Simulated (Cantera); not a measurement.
Feed: 1 mol Si, 4 mol H₂, at 0.130 bar.

These are equilibrium values from Cantera (NASA tables, ideal gas, pure condensed phases), not measurements of a reactor. Candidate condensed phases: Si; 9 gas species. The numbers say what is thermodynamically allowed, not how fast it happens. All values below are at 1023 K.

Base state: H₂ 1.00 (mole fractions); condensed: Si(s).

Q: What changes in the equilibrium state with this change: 1.5 mol HCl added?

A: 
```tsv
species	before	after
H₂	1.00	0.906
SiCl₄	0	0.0514
SiHCl₃	0	0.0201
HCl	0	0.0196
SiCl₃	0	0.00136
SiH₂Cl₂	0	0.000866
SiCl₂	0	0.000757
Si(s), mol	1.00	0.619
```
The tables' values for SiCl₃ are old estimates; treat these amounts as uncertain.
